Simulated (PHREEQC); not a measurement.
Make-up at 60 °C: 0.00072 mol FeCl3, 1.7e-05 mol Na2SeO4, 1.2e-05 mol NaF and 0.00087 mol NaCl per kg of water. Closed to the air; pH follows from the charge balance.

Equilibrium calculation in PHREEQC: ion-association model, wateq4f.dat.

### Question
The ionic strength comes out as 0.00349 mol/kgw. What activity coefficients do Fe+3, Fe2(OH)2+4, FeF+2, FeCl+2, Na+ get?

### Answer
Fe+3 0.57, Fe2(OH)2+4 0.33, FeF+2 0.76, FeCl+2 0.76, Na+ 0.93.

This is a speciation only: nothing precipitates in the calculation. The solution is supersaturated, for example in Hematite (slow to form), Goethite (slow to form), so a real one may precipitate; this is no full list. Away from 25 °C the constants follow the database's enthalpies or fits; those with neither stay at their 25 °C values. Fluoro complexes past AlF4- and FeF3 are missing from the database.
